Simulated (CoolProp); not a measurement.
Vapour-liquid equilibrium of benzene (1) + n-heptane (2) at 387 K; x and y are mole fractions of (1).

Model: multi-fluid Helmholtz-energy mixture model, Thol 2012 and Span 2003; pair parameters Bell 2016, in CoolProp.

```csv
x,"bubble pressure, mixture model (bar)","bubble pressure, Raoult's law (bar)","y, mixture model","y, Raoult's law"
0.05,1.644,1.614,0.093,0.080
0.2,1.879,1.766,0.322,0.292
0.35,2.087,1.919,0.492,0.471
0.5,2.259,2.072,0.624,0.623
0.65,2.396,2.225,0.735,0.754
0.8,2.499,2.378,0.840,0.869
0.95,2.568,2.530,0.956,0.969
```

The largest gap from Raoult's law is +9.0 % in bubble pressure, at x = 0.5. No azeotrope shows between x = 0.05 and 0.95.

Pair parameters are fitted to limited data, so mixtures are less certain than the pure fluids.
